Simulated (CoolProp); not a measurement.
Saturation properties of tetradecamethylhexasiloxane (MD4M) (Tc = 653.2 K, pc = 0.8286 MPa, ω = 0.800).

Values from CoolProp's reference Helmholtz-energy equation of state, Thol 2019.

```json
[
 {"T (K)": "311.8", "p (MPa)": "2.903e-6", "vapour density (kg/m³)": "0.0005139", "enthalpy of vaporisation (kJ/kg)": "169.9", "liquid cp (kJ/(kg K))": "1.744"},
 {"T (K)": "323", "p (MPa)": "8.138e-6", "vapour density (kg/m³)": "___", "enthalpy of vaporisation (kJ/kg)": "166.0", "liquid cp (kJ/(kg K))": "1.771"},
 {"T (K)": "334.2", "p (MPa)": "2.083e-5", "vapour density (kg/m³)": "0.003441", "enthalpy of vaporisation (kJ/kg)": "162.1", "liquid cp (kJ/(kg K))": "1.796"},
 {"T (K)": "345.5", "p (MPa)": "4.952e-5", "vapour density (kg/m³)": "___", "enthalpy of vaporisation (kJ/kg)": "158.3", "liquid cp (kJ/(kg K))": "1.822"},
 {"T (K)": "356.7", "p (MPa)": "___", "vapour density (kg/m³)": "0.01682", "enthalpy of vaporisation (kJ/kg)": "154.6", "liquid cp (kJ/(kg K))": "1.846"},
 {"T (K)": "367.9", "p (MPa)": "0.0002232", "vapour density (kg/m³)": "0.03353", "enthalpy of vaporisation (kJ/kg)": "___", "liquid cp (kJ/(kg K))": "1.870"},
 {"T (K)": "379.1", "p (MPa)": "0.0004328", "vapour density (kg/m³)": "0.06314", "enthalpy of vaporisation (kJ/kg)": "___", "liquid cp (kJ/(kg K))": "1.894"},
 {"T (K)": "390.3", "p (MPa)": "0.0007964", "vapour density (kg/m³)": "___", "enthalpy of vaporisation (kJ/kg)": "143.8", "liquid cp (kJ/(kg K))": "1.917"},
 {"T (K)": "401.6", "p (MPa)": "0.001404", "vapour density (kg/m³)": "0.1940", "enthalpy of vaporisation (kJ/kg)": "140.2", "liquid cp (kJ/(kg K))": "1.941"},
 {"T (K)": "412.8", "p (MPa)": "___", "vapour density (kg/m³)": "0.3180", "enthalpy of vaporisation (kJ/kg)": "136.6", "liquid cp (kJ/(kg K))": "1.963"}
]
```

Complete the blanks.


- 323, vapour density (kg/m³): 0.001391
- 345.5, vapour density (kg/m³): 0.007914
- 356.7, p (MPa): 0.0001086
- 367.9, enthalpy of vaporisation (kJ/kg): 150.9
- 379.1, enthalpy of vaporisation (kJ/kg): 147.3
- 390.3, vapour density (kg/m³): 0.1130
- 412.8, p (MPa): 0.002361

It boils at 532.8 K under 1 atm.
